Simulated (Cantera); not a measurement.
## Adiabatic ignition

An adiabatic, constant-pressure homogeneous reactor starts with 49.2 % H2, 10.7 % O2, 40.2 % N2, equivalence ratio 2.3, at 1500 K and 10.0 bar.

Detailed kinetics in Cantera: the H2/O2 subset of GRI-Mech 3.0, which has no nitrogen chemistry. The hydrogen kinetics of GRI-Mech 3.0 are dated; newer H2 mechanisms differ, most at raised pressure.

```tsv
t (s)	T (K)	x H2	x O2	x H	x H2O	x O	x H2O2	x OH
9.00e-6	2842	0.299	6.97e-5	0.0217	0.230	0.000220	9.68e-8	0.00486
2.06e-5	2868	0.301	4.82e-5	0.0182	0.232	0.000157	7.19e-8	0.00417
4.73e-5	2868	0.301	4.76e-5	0.0181	0.232	0.000155	7.12e-8	0.00415
0.000109	2868	0.301	4.76e-5	0.0181	0.232	0.000155	7.12e-8	0.00415
0.000249	2868	0.301	4.76e-5	0.0181	0.232	0.000155	7.12e-8	0.00415
0.000571	2868	0.301	4.76e-5	0.0181	0.232	0.000155	7.12e-8	0.00415
0.00131	2868	0.301	4.76e-5	0.0181	0.232	0.000155	7.12e-8	0.00415
0.00300	2868	0.301	4.76e-5	0.0181	0.232	0.000155	7.12e-8	0.00415
0.00688	2868	0.301	4.76e-5	0.0181	0.232	0.000155	7.12e-8	0.00415
0.0158	2868	0.301	4.76e-5	0.0181	0.232	0.000155	7.12e-8	0.00415
0.0362	2868	0.301	4.76e-5	0.0181	0.232	0.000155	7.12e-8	0.00415
0.0829	2868	0.301	4.76e-5	0.0181	0.232	0.000155	7.12e-8	0.00415
0.190	2868	0.301	4.76e-5	0.0181	0.232	0.000155	7.12e-8	0.00415
0.436	2868	0.301	4.76e-5	0.0181	0.232	0.000155	7.12e-8	0.00415
1.00	2868	0.301	4.76e-5	0.0181	0.232	0.000155	7.12e-8	0.00415
```
x: mole fraction; the columns are a selection and need not sum to one.

- time of steepest temperature rise: 1.66 µs
- temperature at 1.00 s: 2868 K
- equilibrium temperature: 2868 K
- x(H2) at 1.00 s: 0.301 (gas-phase equilibrium 0.301)
- x(O2) at 1.00 s: 4.76e-5 (gas-phase equilibrium 4.76e-5)
- x(H) at 1.00 s: 0.0181 (gas-phase equilibrium 0.0181)
